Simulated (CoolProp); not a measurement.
Vapour-liquid equilibrium of propylene (1) + R115 (2) at 0.667 MPa; x and y are mole fractions of (1).

Values from CoolProp's multi-fluid Helmholtz-energy mixture model, Lemmon 2013 and Lemmon 2016; pair parameters Bell 2016.

```
x     bubble temperature, mixture model (°C)  bubble temperature, Raoult's law (°C)  y, mixture model  y, Raoult's law
----  --------------------------------------  -------------------------------------  ----------------  ---------------
0.05                                    11.8                                   13.3             0.094            0.064
0.15                                     8.3                                   12.3             0.250            0.187
0.25                                     5.7                                   11.3             0.370            0.303
0.35                                     3.7                                   10.3             0.465            0.412
0.45                                     2.4                                    9.4             0.541            0.516
0.55                              (withheld)                                    8.5        (withheld)            0.615
0.65                                     1.2                                    7.5             0.668            0.709
0.75                                     1.2                                    6.7             0.733            0.797
0.85                                     1.8                                    5.8             0.812            0.881
0.95                                     3.2                                    4.9        (withheld)            0.961
```

Task: What belongs in the gaps?

Result: 
- 0.55, bubble temperature, mixture model (°C): 1.6
- 0.55, y, mixture model: 0.606
- 0.95, y, mixture model: 0.923

The largest gap from Raoult's law is -7.0 K in bubble temperature, at x = 0.45. y crosses x between x = 0.65 and 0.75: the model has an azeotrope there.

The pair parameters rest on a limited set of measurements; away from them the model extrapolates.
